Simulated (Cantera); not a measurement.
A perfectly stirred reactor is fed with 5.27 % CH₄, 19.9 % O₂, 74.9 % N₂, equivalence ratio 0.53, at 0.600 bar; it is adiabatic with a 425 K inlet, and is followed from long to short residence time, starting on the burning branch (τ in s: 0.4, 0.094, 0.022, 0.0051, 0.0012, 0.00027, 6.4e-05, 1.5e-05, 3.4e-06).

Detailed kinetics in Cantera: GRI-Mech 3.0 (53 species, 325 reactions).

### Question
Predict: blow-out, bracketed by the residence times tried; x(CH₄) at τ = 0.400 s; x(O₂) at τ = 0.400 s; x(H) at τ = 0.400 s; x(NO) at τ = 0.400 s; x(O) at τ = 0.400 s; x(CH₄) at τ = 1.20 ms; x(O₂) at τ = 1.20 ms; x(H) at τ = 1.20 ms; x(NO) at τ = 1.20 ms; x(O) at τ = 1.20 ms.

### Answer
| Property | Value |
|---|---|
| blow-out, bracketed by the residence times tried | burning at 1.20 ms, out at 0.270 ms |
| x(CH₄) at τ = 0.400 s | 7.96e-6 |
| x(O₂) at τ = 0.400 s | 0.0932 |
| x(H) at τ = 0.400 s | 6.92e-6 |
| x(NO) at τ = 0.400 s | 5.87e-6 |
| x(O) at τ = 0.400 s | 8.38e-5 |
| x(CH₄) at τ = 1.20 ms | 0.000427 |
| x(O₂) at τ = 1.20 ms | 0.0971 |
| x(H) at τ = 1.20 ms | 0.00110 |
| x(NO) at τ = 1.20 ms | 2.16e-6 |
| x(O) at τ = 1.20 ms | 0.00207 |
